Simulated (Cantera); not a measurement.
Feed: 1 mol Si3N4, 0.12 mol H2O, 28 mol N2.

These are equilibrium values from Cantera (NASA tables, ideal gas, pure condensed phases), not measurements of a reactor. Candidate condensed phases: H2O, Si, SiO2, Si2N2O, Si3N4; 35 gas species. Mutual solubility and eutectic melting of coexisting phases are not modelled. Equilibrium is a limit: real reactors are often held back by kinetics, nucleation or transport.

Question: What condenses at these points (T in K, P in Pa): (1225, 770); (1475, 0.10); (1325, 0.10); (1475, 4600); (1425, 130); (1125, 22)?

Answer: 
```
T (K)  P in Pa  condensed phases  Si condensed (%)
-----  -------  ----------------  ----------------
1225       770    Si2N2O + Si3N4             100.0
1475      0.10                Si              90.1
1325      0.10             Si3N4              95.9
1475      4600    Si2N2O + Si3N4             100.0
1425       130    Si2N2O + Si3N4             100.0
1125        22    Si2N2O + Si3N4             100.0
```
